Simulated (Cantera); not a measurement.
What does this Cantera script print?

```python
import numpy as np
import cantera as ct

gas = ct.Solution("gri30.yaml")
gas.TPX = 500, 1000000, {'CO': 1, 'H2': 0.073, 'CH4': 0.096, 'O2': 0.759, 'N2': 1.97}
flame = ct.FreeFlame(gas, width=0.008)
flame.set_refine_criteria(ratio=3, slope=0.08, curve=0.16)
flame.transport_model = "mixture-averaged"
flame.solve(loglevel=0, auto=True)
flame.transport_model = "multicomponent"
flame.soret_enabled = True
flame.solve(loglevel=0, refine_grid=True)
z, T = flame.grid, flame.T
thick = (T[-1] - T[0]) / np.gradient(T, z).max()
show = ['CO', 'H2', 'CH4', 'C2H4', 'C2H', 'NO2']
print(f"laminar burning velocity  {flame.velocity[0] * 100:.3f} cm/s")
print(f"burnt temperature         {T[-1]:.1f} K")
print(f"thermal thickness         {thick * 1e3:.4f} mm")
print(f"grid points               {len(z)}")
z0 = z[flame.heat_release_rate.argmax()]
print(f"{'z/mm':>9s}{'T/K':>9s}{'u/(m/s)':>9s}" + "".join(f"{s:>11s}" for s in show))
rows = []
for k in (-3, -2, -1.5, -1, -0.5, -0.25, 0, 0.25, 0.5, 1, 2, 4, 8):
    zz = z0 + k * thick
    rows.append([k * thick, np.interp(zz, z, T), np.interp(zz, z, flame.velocity),
                 *(np.interp(zz, z, flame.X[gas.species_index(s)]) for s in show)])
    print(f"{rows[-1][0] * 1e3:9.3f}{rows[-1][1]:9.1f}{rows[-1][2]:9.3f}" + "".join(f"{x:11.3e}" for x in rows[-1][3:]))
```

Result:

```
laminar burning velocity  107.799 cm/s
burnt temperature         2711.4 K
thermal thickness         0.0403 mm
grid points               148
     z/mm      T/K  u/(m/s)         CO         H2        CH4       C2H4        C2H        NO2
   -0.121    500.0    1.078  2.566e-01  1.851e-02  2.463e-02  2.296e-11  1.103e-19  2.562e-11
   -0.081    500.4    1.078  2.567e-01  1.791e-02  2.463e-02  5.517e-10 -5.092e-18  5.582e-10
   -0.060    502.1    1.081  2.569e-01  1.699e-02  2.459e-02  4.448e-09  1.575e-17  4.166e-09
   -0.040    516.4    1.109  2.571e-01  1.484e-02  2.422e-02  5.275e-08 -2.100e-17  4.320e-08
   -0.020    701.9    1.501  2.516e-01  1.086e-02  2.058e-02  1.312e-06 -1.926e-15  5.541e-07
   -0.010   1117.1    2.369  2.336e-01  9.078e-03  1.311e-02  5.084e-06  7.187e-13  3.542e-07
    0.000   1634.4    3.407  1.981e-01  6.732e-03  3.011e-03  3.676e-06  2.674e-10  8.204e-08
    0.010   1945.8    3.971  1.547e-01  4.344e-03  1.317e-04  8.784e-08  1.711e-10  9.131e-08
    0.020   2124.2    4.264  1.234e-01  3.866e-03  2.515e-06  4.390e-10  4.651e-12  1.212e-07
    0.040   2323.8    4.587  9.504e-02  3.757e-03  2.402e-09  7.791e-14  8.354e-15  1.845e-07
    0.081   2505.6    4.882  7.565e-02  3.088e-03  1.452e-14  9.004e-16  1.122e-16  2.997e-07
    0.161   2637.5    5.090  6.112e-02  2.396e-03  5.579e-16 -1.119e-16 -1.324e-17  4.480e-07
    0.322   2702.4    5.188  5.311e-02  2.052e-03  6.129e-16 -1.872e-17 -2.154e-18  7.132e-07
```

Cantera simulation using GRI-Mech 3.0 (53 species, 325 reactions); the numbers are that mechanism's predictions, not measurements. Burning velocities carry a grid error of a few per cent, more on coarse grids.
